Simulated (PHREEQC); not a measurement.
Solution (25 °C): 140 mmol/kgw FeSO4 and 3.7 mmol/kgw HF. Closed to the air; pH follows from the charge balance.

All values are PHREEQC results (ion-association model, phreeqc.dat), not measurements.

Q: The ionic strength comes out as 0.295 mol/kgw. What activity coefficients do HF2-, SO4-2, F-, HSO4-, H+ get?

A: HF2- 0.73, SO4-2 0.25, F- 0.67, HSO4- 0.73, H+ 0.78.

Precipitation was switched off in this run. Fluoro complexes past AlF4- and FeF3 are missing from the database.
